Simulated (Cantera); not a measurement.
A perfectly stirred reactor is fed with 33.5 % H2, 14.0 % O2, 52.6 % N2, equivalence ratio 1.2, at 170000 Pa; it is adiabatic with a 325 K inlet, and is followed from long to short residence time, starting on the burning branch (τ in s: 0.028, 0.015, 0.0078, 0.0041, 0.0022, 0.0011, 0.0006, 0.00032, 0.00017, 8.8e-05, 4.7e-05, 2.5e-05, 1.3e-05).

Detailed kinetics in Cantera: the H2/O2 subset of GRI-Mech 3.0, which has no nitrogen chemistry.

Q: Predict: blow-out, bracketed by the residence times tried; x(H2) at τ = 28.0 ms; x(O2) at τ = 28.0 ms; x(H2O2) at τ = 28.0 ms; x(H) at τ = 28.0 ms; x(O) at τ = 28.0 ms; x(H2) at τ = 0.600 ms; x(O2) at τ = 0.600 ms; x(H2O2) at τ = 0.600 ms; x(H) at τ = 0.600 ms; x(O) at τ = 0.600 ms.

A: 
| Item | Result |
|---|---|
| blow-out, bracketed by the residence times tried | burning at 13.0 µs, the shortest tried |
| x(H2) at τ = 28.0 ms | 0.0649 |
| x(O2) at τ = 28.0 ms | 0.000350 |
| x(H2O2) at τ = 28.0 ms | 5.10e-8 |
| x(H) at τ = 28.0 ms | 0.00407 |
| x(O) at τ = 28.0 ms | 0.000151 |
| x(H2) at τ = 0.600 ms | 0.0692 |
| x(O2) at τ = 0.600 ms | 0.00365 |
| x(H2O2) at τ = 0.600 ms | 2.81e-7 |
| x(H) at τ = 0.600 ms | 0.0165 |
| x(O) at τ = 0.600 ms | 0.00170 |
